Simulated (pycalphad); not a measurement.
Computed with pycalphad from the COST 507 light-alloy database (1999), at 1 atm. The data set is of 1999 and partly superseded. The system is extrapolated from its subsystems; higher-order compounds may be missing. Diffusion is slow at the low end, where real alloys seldom reach equilibrium.

Q: How does the equilibrium phase assembly of Ti-0.2701Si-1.672V (wt.%) change on cooling from 2577 °C to 252 °C?

A: 
```csv
T (°C),phases above,phases below
1654.1,liquid,bcc + liquid
1602.1,bcc + liquid,bcc
845.4,bcc,bcc + hcp
683.4,bcc + hcp,bcc + hcp + SITI3
```
Changes were sought between steps of 75 K, so a narrower field can be missed.

Database names, with the compositions (at.%) that they take in these runs: SITI3: Ti 75 Si 25.
